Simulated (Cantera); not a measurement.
Feed: 1 mol S, 8.7 mol H2O, 1.7 mol O2, equilibrated at 16.0 Pa.

Method: chemical equilibrium by Gibbs-energy minimisation in Cantera with the NASA 1993 tables (ideal gas, pure condensed phases). Candidate condensed phases: H2O, H2SO4, S; 34 gas species. Ions and electrons are included (thermal ionisation). Equilibrium is a limit: real reactors are often held back by kinetics, nucleation or transport.

Problem. At 2227 °C, list the 4 most abundant gas species with their mole fractions, and the condensed phases.

Solution. H 0.491, O 0.269, H2 0.0610, O2 0.0553. Condensed: gas only.
